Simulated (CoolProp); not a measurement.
Properties of carbon monoxide at several states.

Values from CoolProp's reference Helmholtz-energy equation of state, Lemmon 2006. It is a short technical equation, of lower accuracy than the large ones.

| T (K) | p (kPa) | phase | speed of sound (m/s) | Joule-Thomson coefficient (K/MPa) |
|---|---|---|---|---|
| 147.4 | 499 | gas | 243.3 | ? |
| 89.7 | 48.7 | gas | ? | ? |
| 100 | 16.5 | gas | ? | ? |
| 399.5 | 273 | gas | ? | ? |

Problem. What belongs in the gaps?

Solution. 
- 147.4, Joule-Thomson coefficient (K/MPa): 8.904
- 89.7, speed of sound (m/s): 191.4
- 89.7, Joule-Thomson coefficient (K/MPa): 22.03
- 100, speed of sound (m/s): 203.4
- 100, Joule-Thomson coefficient (K/MPa): 17.68
- 399.5, speed of sound (m/s): 407.4
- 399.5, Joule-Thomson coefficient (K/MPa): 1.259
